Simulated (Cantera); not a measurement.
Charge: 1 mol TiCl₄, 0.27 mol H₂O, held at 1.00 Torr.

These are equilibrium values from Cantera (NASA tables, ideal gas, pure condensed phases), not measurements of a reactor. Candidate condensed phases: H₂O, Ti, TiCl₂, TiCl₃, TiCl₄, TiO, TiO₂, Ti₂O₃, Ti₃O₅, Ti₄O₇; 23 gas species. The tables' values for TiCl₂ are old estimates; treat these amounts as uncertain. Equilibrium is a limit: real reactors are often held back by kinetics, nucleation or transport. All values below are at 1623 K.

Base state: TiCl₄ 0.435, HCl 0.342, TiCl₃ 0.111, Cl 0.109, TiOCl₂ 0.00155, Cl₂ 0.00101, TiCl₂ 8.85e-5, H₂ 2.17e-5 (mole fractions); condensed: TiO₂(rutile).

Question: What changes in the equilibrium state with this change: H₂O from 0.27 to 0.11 mol?

Answer: 
| species | before | after |
|---|---|---|
| TiCl₄ | 0.435 | 0.578 |
| HCl | 0.342 | 0.165 |
| TiCl₃ | 0.111 | 0.128 |
| Cl | 0.109 | 0.126 |
| H₂ | 2.17e-5 | 3.80e-6 |
| Cl₂ | 0.00101 | 0.00134 |
| TiOCl₂ | 0.00155 | 0.00178 |
| TiCl₂ | 8.85e-5 | 8.88e-5 |
| TiO₂(rutile), mol | 0.134 | 0.0538 |
